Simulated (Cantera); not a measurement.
## Ignition delay

Mixture: 5.36 % CH₄, 13.7 % O₂, 80.9 % N₂, equivalence ratio 0.78, at 33.0 bar, adiabatic and at constant pressure. Ignition delay is the time to a rise of 400 K.

Computed with Cantera and GRI-Mech 3.0 (53 species, 325 reactions). The pressure lies above the range GRI-Mech 3.0 was tuned for (to about 10 atm).

| T0 (K) | delay (ms) |
|---|---|
| 1250 | 0.968 |
| 1325 | 0.440 |
| 1400 | 0.214 |
| 1475 | 0.109 |
| 1550 | 0.0577 |
| 1625 | 0.0315 |
| 1700 | 0.0177 |
| 1775 | 0.0103 |
| 1850 | 0.00622 |
| 1925 | 0.00390 |

```json
{
 "apparent activation energy between 1775 and 1925 K": "180 kJ/mol"
}
```
